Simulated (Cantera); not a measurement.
Input: 1 mol Pb, 97 mol N2, equilibrated at 0.110 bar.

Cantera equilibrium calculation (NASA polynomials, part measured and part estimated; ideal gas, pure solids and liquids). Candidate condensed phases: Pb; 4 gas species. Rates play no part.

x: gas mole fraction; n: condensed amount in mol.

```
T (°C)   x N2     x Pb    x Pb2  n Pb(l)
------  -----  -------  -------  -------
902     0.996  0.00396  1.14e-7    0.614
927     0.994        …        …        …
952     0.992        …        …        …
977     0.990   0.0102  5.20e-7        0
1002    0.990   0.0102  4.64e-7        0
1027    0.990   0.0102  4.15e-7        0
1052    0.990   0.0102  3.74e-7        0
1077    0.990   0.0102  3.37e-7        0
1102    0.990   0.0102  3.05e-7        0
1127    0.990   0.0102  2.78e-7        0
1152    0.990   0.0102  2.53e-7        0
1177    0.990   0.0102  2.32e-7        0
```

Question: Complete the blanks.

Answer: 
- 927, x Pb: 0.00585
- 927, x Pb2: 2.18e-7
- 927, n Pb(l): 0.429
- 952, x Pb: 0.00850
- 952, x Pb2: 4.06e-7
- 952, n Pb(l): 0.169
